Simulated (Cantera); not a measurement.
Feed: 1 mol MgO, 0.3 mol SO2, 0.81 mol H2O, equilibrated at 898.15 K.

These are equilibrium values from Cantera (NASA tables, ideal gas, pure condensed phases), not measurements of a reactor. Candidate condensed phases: H2O, H2SO4, Mg, MgO, Mg(OH)2, MgS, MgSO4, S; 26 gas species. Gases not in the tables: S3 to S7. Kinetics and transport are ignored.

log p: log10 of the partial pressure in bar; n: condensed amount in mol.

| P (Pa) | log p H2O | log p SO2 | log p H2S | log p S2 | log p S2O | log p H2 | log p SO3 | n MgO(s) | n MgSO4(s) |
|---|---|---|---|---|---|---|---|---|---|
| 1000 | -2.14 | -2.57 | -12.89 | <-14 | <-14 | -7.70 | -7.70 | 1.00 | 0 |
| 4600 | -1.47 | -1.91 | -11.56 | <-13 | … | -7.03 | -7.03 | 1.00 | 0 |
| 21000 | -0.81 | -1.25 | -8.53 | -10.79 | … | -5.81 | -6.94 | 1.000 | 0 |
| 96000 | -0.15 | -0.59 | -5.23 | -6.83 | … | -4.48 | -6.94 | 1.000 | 5.96e-5 |
| 440000 | 0.51 | 0.06 | -1.98 | -2.94 | … | -3.17 | -6.94 | 0.991 | 0.00943 |
| 2000000 | 1.22 | 0.37 | -0.04 | -1.10 | … | -2.15 | -6.94 | 0.858 | 0.142 |

Question: Fill in the missing entries.

Answer: 
- 4600, log p S2O: -12.95
- 21000, log p S2O: -9.92
- 96000, log p S2O: -6.62
- 440000, log p S2O: -3.39
- 2000000, log p S2O: -1.86
